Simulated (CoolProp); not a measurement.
A Linde-Hampson liquefier for CF4 (R14): isothermal reversible compression at 280 K from 1 atm to 5 MPa, throttling to 1 atm, return gas leaving the recuperator 10 K below the feed. Each further row changes one setting.

Values from CoolProp's reference Helmholtz-energy equation of state, Platzer 1990. This equation is an older, rougher fit; its heat capacities, sound speeds and derivatives of the liquid may be far off and weren't checked against measurements.

```json
[
 {"case": "as stated", "liquid yield per pass": "(withheld)", "compression work (kJ/kg of gas)": "97.0"},
 {"case": "high pressure 10 MPa", "liquid yield per pass": "0.223", "compression work (kJ/kg of gas)": "(withheld)"},
 {"case": "warm-end temperature 310 K", "liquid yield per pass": "(withheld)", "compression work (kJ/kg of gas)": "110"},
 {"case": "warm-end gap 15 K", "liquid yield per pass": "0.071", "compression work (kJ/kg of gas)": "97.0"}
]
```

Problem. What belongs in the gaps?

Solution. 
- as stated, liquid yield per pass: 0.086
- high pressure 10 MPa, compression work (kJ/kg of gas): 109
- warm-end temperature 310 K, liquid yield per pass: 0.051
